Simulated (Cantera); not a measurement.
# Fluorocarbon and chlorocarbon gases: CCl4 + H2

A closed system holds: 1 mol CCl4, 6.3 mol H2, at 0.195 Torr.

Cantera equilibrium calculation (NASA polynomials, part measured and part estimated; ideal gas, pure solids and liquids). Candidate condensed phases: C, C6H6, C7H8, C8H18; 91 gas species. Equilibrium is a limit: real reactors are often held back by kinetics, nucleation or transport.

| T (°C) | x H2 | x HCl | x H | x Cl | x C2H2 (acetylene) | x C3 | x C2H | x C | n C(graphite) |
|---|---|---|---|---|---|---|---|---|---|
| 1575 | 0.504 | 0.456 | 0.0233 | 0.0161 | 0.000130 | 1.84e-9 | 6.42e-8 | 3.38e-9 | 0.998 |
| 1625 | 0.497 | 0.445 | 0.0342 | 0.0231 | 0.000187 | 7.52e-9 | 1.67e-7 | 1.15e-8 | 0.997 |
| 1675 | 0.488 | 0.430 | 0.0490 | 0.0323 | 0.000263 | 2.86e-8 | 4.12e-7 | 3.71e-8 | 0.995 |
| 1725 | 0.476 | 0.411 | 0.0687 | 0.0441 | 0.000361 | 1.01e-7 | 9.68e-7 | 1.12e-7 | 0.994 |
| 1775 | 0.460 | 0.387 | 0.0942 | 0.0586 | 0.000482 | 3.38e-7 | 2.17e-6 | 3.21e-7 | 0.991 |
| 1825 | 0.440 | 0.357 | 0.127 | 0.0757 | 0.000627 | 1.06e-6 | 4.64e-6 | 8.76e-7 | 0.988 |
| 1875 | 0.414 | 0.324 | 0.166 | 0.0952 | 0.000793 | 3.16e-6 | 9.51e-6 | 2.28e-6 | 0.984 |
| 1925 | 0.383 | 0.286 | 0.214 | 0.116 | 0.000970 | 8.92e-6 | 1.87e-5 | 5.67e-6 | 0.980 |
| 1975 | 0.347 | 0.246 | 0.268 | 0.138 | 0.00115 | 2.40e-5 | 3.51e-5 | 1.35e-5 | 0.974 |
| 2025 | 0.306 | 0.205 | 0.328 | 0.159 | 0.00131 | 6.20e-5 | 6.31e-5 | 3.11e-5 | 0.967 |
| 2075 | 0.262 | 0.166 | 0.392 | 0.178 | 0.00143 | 0.000153 | 0.000109 | 6.91e-5 | 0.957 |
x: gas mole fraction; n: condensed amount in mol.

From 1575 °C to 2075 °C the condensed part is C(graphite). The main C-bearing gas is C2H2 (acetylene) throughout. The share of C in condensed phases is highest at 1575 °C (99.8 %) and lowest at 2075 °C (95.7 %).
